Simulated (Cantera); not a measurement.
Charge: 1 mol Si3N4, 1.4 mol F2, 42 mol N2, equilibrated at 1823 K and 0.140 bar.

Cantera equilibrium calculation (NASA polynomials, part measured and part estimated; ideal gas, pure solids and liquids). Candidate condensed phases: Si, Si3N4; 16 gas species. The tables' values for SiF3, SiF2, SiF are old estimates; treat these amounts as uncertain. Rates play no part.

Task: What is the equilibrium state?

Result: 
- x(N2): 0.978
- x(SiF3): 0.00991
- x(SiF2): 0.00657
- x(SiF4): 0.00533
- x(SiF): 3.56e-5
- x(Si): 6.49e-6
- n(Si3N4(s)): 0.682 mol
- gas amount: 43.59 mol
- log10 activity of Si(l) (absent): -0.69
